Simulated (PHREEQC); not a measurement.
Solution (25 °C): 0.18 mol Na2SO4 and 0.075 mol KBr per kg of water. Closed to the air; pH follows from the charge balance.

Equilibrium calculation in PHREEQC: Pitzer model, pitzer.dat.

**Question.** The ionic strength comes out as 0.615 mol/kgw. What activity coefficients do K+, SO4-2, Br-, Na+ get?

**Answer.** K+ 0.58, SO4-2 0.13, Br- 0.64, Na+ 0.60. Single-ion values are on the MacInnes scale.

Precipitation was switched off in this run.
